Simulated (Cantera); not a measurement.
Low-pressure radical oxidation in H2/O2

An isothermal, constant-pressure homogeneous reactor starts with 26.5 % H₂, 73.5 % O₂, at 925 K and 7.50 Torr.

Model: the H2/O2 subset of GRI-Mech 3.0, which has no nitrogen chemistry, integrated in Cantera. Radical loss at walls, strong at low pressure, is not modelled. Below about 950 K walls govern HO2 and H2O2 in real vessels. The temperature is held fixed by assumption; the heat of reaction is taken as removed at once.

| t (s) | x H₂ | x O₂ | x HO₂ | x H₂O₂ | x OH |
|---|---|---|---|---|---|
| 0.000200 | 0.265 | 0.735 | 3.10e-11 | <1e-12 | 2.45e-12 |
| 0.000447 | 0.265 | 0.735 | 7.00e-11 | <1e-12 | 8.97e-12 |
| 0.00100 | 0.265 | 0.735 | 1.64e-10 | <1e-12 | 5.55e-11 |
| 0.00224 | 0.265 | 0.735 | 7.27e-10 | <1e-12 | 1.69e-9 |
| 0.00500 | 0.265 | 0.735 | 6.44e-7 | 1.97e-10 | 3.00e-6 |
| 0.0112 | 0.0242 | 0.652 | 1.53e-5 | 3.04e-7 | 0.00470 |
| 0.0250 | 0.00355 | 0.690 | 1.72e-5 | 5.49e-7 | 0.00155 |
| 0.0560 | 0.000533 | 0.694 | 8.56e-6 | 4.17e-7 | 0.000350 |
| 0.125 | 0.000111 | 0.695 | 3.03e-6 | 2.53e-7 | 0.000135 |
| 0.280 | 2.34e-5 | 0.695 | 9.13e-7 | 1.35e-7 | 6.45e-5 |
| 0.626 | 4.44e-6 | 0.695 | 2.56e-7 | 6.79e-8 | 3.29e-5 |
| 1.40 | 7.81e-7 | 0.695 | 7.53e-8 | 3.39e-8 | 1.77e-5 |
| 3.13 | 1.52e-7 | 0.695 | 2.51e-8 | 1.72e-8 | 1.01e-5 |
| 7.00 | 4.10e-8 | 0.695 | 9.42e-9 | 8.95e-9 | 6.08e-6 |
x: mole fraction; the columns are a selection and need not sum to one.

Equilibrium at this temperature and pressure: H₂ 2.88e-11, O₂ 0.695, HO₂ 3.45e-10, H₂O₂ 2.54e-11, OH 1.76e-7 (gas phase only).
